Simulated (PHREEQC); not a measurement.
Model water analysis in mg/L, 25 °C, pH 3.94, pe 12.2: Na 197; K 0.14; Ca 182; Mg 103; Cl 34.9; S(6) as SO4 1400; Ni 0.25; Zn 0.588; B 0.145; Pb 38.4; Al 44.8; Br 0.338.

Valence states are taken as typed.

Computed with PHREEQC (ion-association model, wateq4f.dat).

Each row changes one thing in this solution. This is a speciation only: nothing precipitates in the calculation.

```tsv
case	ionic strength (mol/kgw)	SO4-2 (mol/kgw)	Ca+2 (mol/kgw)	Mg+2 (mol/kgw)	MgSO4 (mol/kgw)	CaSO4 (mol/kgw)	SI of Gibbsite (Al(OH)3)	SI of Gypsum (CaSO4:2H2O)
as made	0.0376	0.00960	0.00307	0.00269	0.00155	0.00148	-0.46	-0.55
S(6) from 1400 to 700 mg/L	0.0300	0.00408	0.00370	0.00333	0.000913	0.000849	-0.15	-0.79
temperature from 25 to 35 °C at the same typed pH	0.0365	0.00930	0.00302	0.00248	0.00177	0.00153	+0.04	-0.56
Mg from 103 to 206 mg/L	0.0422	0.00864	0.00323	0.00570	0.00279	0.00132	-0.41	-0.60
```

Species that the database lacks are ignored. Some of these states are supersaturated (in Anglesite, for instance).
